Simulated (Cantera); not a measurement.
# Dilute partial oxidation

An isothermal, constant-pressure homogeneous reactor starts with CH3OH : O2 : N2 = 0.019 : 0.0077 : 1 (molar parts), equivalence ratio 3.7, at 1448 K and 1.09 atm.

Cantera simulation using GRI-Mech 3.0 (53 species, 325 reactions); the numbers are that mechanism's predictions, not measurements. GRI-Mech 3.0 was tuned for natural gas; its chemistry of methanol as a main component is partial and can be far from experiment.

```tsv
t (s)	x CH3OH	x O2	x N2O	x CH3	x O	x C2H4	x NO
0.000800	0.00288	0.00346	3.69e-8	2.29e-6	7.99e-7	1.56e-7	3.10e-9
0.00201	2.88e-11	1.11e-6	4.25e-10	2.03e-8	3.97e-6	4.26e-10	1.55e-7
0.00504	<1e-12	1.26e-7	1.37e-10	5.43e-10	5.14e-7	2.18e-10	1.81e-7
0.0127	<1e-12	1.78e-8	5.13e-11	4.03e-10	7.51e-8	1.79e-10	1.85e-7
0.0318	<1e-12	2.68e-9	2.16e-11	2.87e-10	1.14e-8	1.65e-10	1.80e-7
0.0798	<1e-12	4.14e-10	1.14e-11	1.70e-10	1.76e-9	1.57e-10	1.58e-7
0.200	<1e-12	6.48e-11	5.91e-12	8.58e-11	2.76e-10	1.51e-10	1.12e-7
0.503	<1e-12	1.03e-11	2.08e-12	3.99e-11	4.41e-11	1.45e-10	6.24e-8
1.26	<1e-12	1.73e-12	<1e-12	1.83e-11	7.47e-12	1.40e-10	2.88e-8
3.17	<1e-12	<1e-12	<1e-12	9.49e-12	1.66e-12	1.34e-10	1.07e-8
7.97	<1e-12	<1e-12	<1e-12	7.48e-12	<1e-12	1.25e-10	2.48e-9
20.0	<1e-12	<1e-12	<1e-12	8.67e-12	<1e-12	1.09e-10	6.54e-10
```
x: mole fraction; the columns are a selection and need not sum to one.

Equilibrium at this temperature and pressure: CH3OH <1e-12, O2 <1e-12, N2O <1e-12, CH3 <1e-12, O <1e-12, C2H4 <1e-12, NO 9.47e-10 (gas phase only).
